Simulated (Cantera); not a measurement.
Input: 1 mol Si, 1.1 mol H₂, 0.7 mol HCl, equilibrated at 1 atm.

These are equilibrium values from Cantera (NASA tables, ideal gas, pure condensed phases), not measurements of a reactor. Candidate condensed phases: Si; 19 gas species. The tables' values for SiCl₃ are old estimates; treat these amounts as uncertain. The numbers say what is thermodynamically allowed, not how fast it happens. All values below are at 1273 K.

Base state: H₂ 0.834, HCl 0.0578, SiCl₄ 0.0548, SiHCl₃ 0.0316, SiCl₂ 0.0104, SiCl₃ 0.00930, SiH₂Cl₂ 0.00252, SiH₃Cl 5.61e-5 (mole fractions); condensed: Si(s).

Problem. What changes in the equilibrium state with this change: pressure from 1 atm to 90.0 Torr?

Solution. 
| species | before | after |
|---|---|---|
| H₂ | 0.834 | 0.806 |
| HCl | 0.0578 | 0.0921 |
| SiCl₄ | 0.0548 | 0.0448 |
| SiCl₂ | 0.0104 | 0.0272 |
| SiHCl₃ | 0.0316 | 0.0157 |
| SiCl₃ | 0.00930 | 0.0136 |
| SiH₃Cl | 5.61e-5 | 1.02e-5 |
| SiH₂Cl₂ | 0.00252 | 0.000758 |
| Si(s), mol | 0.821 | 0.828 |
